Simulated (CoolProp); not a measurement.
Properties of R1132(E) along the isotherm 262.2 K.

Computed with CoolProp (reference Helmholtz-energy equation of state, Akasaka 2024).

```tsv
p (bar)	phase	Z	expansivity (1/kK)
5.42	gas	0.8946	5.557
10.8	liquid	0.03060	2.814
16.2	liquid	0.04583	2.779
21.7	liquid	0.06128	2.745
27.1	liquid	0.07641	2.713
32.5	liquid	0.09149	2.682
37.9	liquid	0.1065	2.652
43.3	liquid	0.1215	2.623
48.8	liquid	0.1367	2.594
54.2	liquid	0.1516	2.567
59.6	liquid	0.1665	2.541
65	liquid	0.1813	2.515
```
